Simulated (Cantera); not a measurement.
# Equilibrium for silicon nitride deposition: SiH₂Cl₂ + N₂

Charge: 1 mol SiH₂Cl₂, 3.1 mol N₂, held at 0.00133 bar.

Method: chemical equilibrium by Gibbs-energy minimisation in Cantera with the NASA 1993 tables (ideal gas, pure condensed phases). Candidate condensed phases: NH₄Cl, Si, Si₃N₄; 28 gas species. N₂ is the only nitrogen source here; it is nearly inert below about 1500 K, so the nitride shown seldom forms there in practice. The tables' values for SiCl₃ are old estimates; treat these amounts as uncertain. Equilibrium is a limit: real reactors are often held back by kinetics, nucleation or transport.

| T (K) | log p N₂ | log p HCl | log p H₂ | log p SiCl₄ | log p SiCl₂ | log p SiCl₃ | n Si₃N₄(s) |
|---|---|---|---|---|---|---|---|
| 750 | -3.10 | -3.49 | -3.84 | -4.14 | -12.67 | -9.54 | 0.254 |
| 825 | -3.10 | -3.46 | -3.87 | -4.18 | -10.89 | -8.51 | 0.261 |
| 900 | -3.11 | -3.44 | -3.91 | -4.21 | -9.41 | -7.65 | 0.266 |
| 975 | -3.11 | -3.42 | -3.93 | -4.24 | -8.16 | -6.92 | 0.270 |
| 1050 | -3.11 | -3.41 | -3.96 | -4.26 | -7.09 | -6.31 | 0.273 |
| 1125 | -3.11 | -3.40 | -3.98 | -4.29 | -6.18 | -5.78 | 0.275 |
| 1200 | -3.11 | -3.40 | -3.99 | -4.34 | -5.39 | -5.34 | 0.273 |
| 1275 | -3.11 | -3.40 | -3.99 | -4.46 | -4.73 | -5.00 | 0.263 |
| 1350 | -3.11 | -3.44 | -3.95 | -4.76 | -4.25 | -4.85 | 0.233 |
log p: log10 of the partial pressure in bar; n: condensed amount in mol.

From 750 K to 1350 K the condensed part is Si₃N₄(s). The main Si-bearing gas is SiCl₄ at 750 K and SiCl₂ at 1350 K. The share of Si in condensed phases is highest at 1125 K (82.4 %) and lowest at 1350 K (69.9 %).
